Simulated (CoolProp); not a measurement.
CHF3 (R23) along the isobar 12.4 MPa: fugacity coefficient from the reference equation and from simpler models built on Tc = 299.3 K, pc = 4.832 MPa, ω = 0.263; each cubic takes its own stable root.

The numbers come from the reference Helmholtz-energy equation of state, Penoncello 2003 in CoolProp.

| T (K) | phase | reference | van der Waals | Redlich-Kwong | Soave-Redlich-Kwong | Peng-Robinson |
|---|---|---|---|---|---|---|
| 240.8 | liquid | 0.08762 | (withheld) | 0.1223 | 0.09591 | 0.09010 |
| 260.3 | liquid | (withheld) | 0.2604 | 0.1881 | (withheld) | 0.1530 |
| 279.8 | liquid | 0.2268 | 0.3230 | 0.2650 | 0.2492 | (withheld) |
| 299.3 | supercritical | 0.3184 | 0.3873 | 0.3482 | 0.3482 | (withheld) |
| 318.8 | supercritical | 0.4164 | 0.4512 | 0.4324 | 0.4514 | 0.4239 |
| 338.4 | supercritical | 0.5121 | 0.5133 | (withheld) | 0.5493 | 0.5163 |
| 357.9 | supercritical | 0.5954 | 0.5711 | 0.5837 | 0.6335 | 0.5963 |
| 377.4 | supercritical | 0.6641 | 0.6235 | 0.6444 | 0.7033 | 0.6633 |
| 396.9 | supercritical | 0.7205 | 0.6697 | 0.6953 | 0.7609 | 0.7195 |
| 416.4 | supercritical | 0.7672 | (withheld) | 0.7382 | 0.8088 | 0.7667 |
| 436 | supercritical | 0.8066 | 0.7444 | 0.7747 | 0.8490 | 0.8069 |
| 455.5 | supercritical | 0.8397 | 0.7743 | 0.8056 | 0.8825 | (withheld) |
| 475 | supercritical | 0.8677 | 0.8002 | 0.8320 | 0.9108 | 0.8700 |

Problem. What belongs in the gaps?

Solution. 
- 240.8, van der Waals: 0.2014
- 260.3, reference: 0.1485
- 260.3, Soave-Redlich-Kwong: 0.1632
- 279.8, Peng-Robinson: 0.2336
- 299.3, Peng-Robinson: 0.3266
- 338.4, Redlich-Kwong: 0.5125
- 416.4, van der Waals: 0.7097
- 455.5, Peng-Robinson: 0.8409
